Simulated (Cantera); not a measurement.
A perfectly stirred reactor is fed with CH₂O : O₂ : N₂ = 0.0038 : 0.002 : 1 (molar parts), at 8.78 atm; it is held at 1275 K, and followed from long to short residence time.

Computed with Cantera and GRI-Mech 3.0 (53 species, 325 reactions).

Predict: x(CH₂O) at τ = 1.20 s; x(O₂) at τ = 1.20 s; x(HCN) at τ = 1.20 s; x(H₂O) at τ = 1.20 s; x(CH₂O) at τ = 32.0 ms; x(O₂) at τ = 32.0 ms; x(HCN) at τ = 32.0 ms; x(H₂O) at τ = 32.0 ms.


```json
{
 "x(CH₂O) at τ = 1.20 s": "2.94e-7",
 "x(O₂) at τ = 1.20 s": "5.07e-6",
 "x(HCN) at τ = 1.20 s": "2.87e-9",
 "x(H₂O) at τ = 1.20 s": "0.00229",
 "x(CH₂O) at τ = 32.0 ms": "2.14e-6",
 "x(O₂) at τ = 32.0 ms": "3.70e-5",
 "x(HCN) at τ = 32.0 ms": "1.58e-8",
 "x(H₂O) at τ = 32.0 ms": "0.00249"
}
```
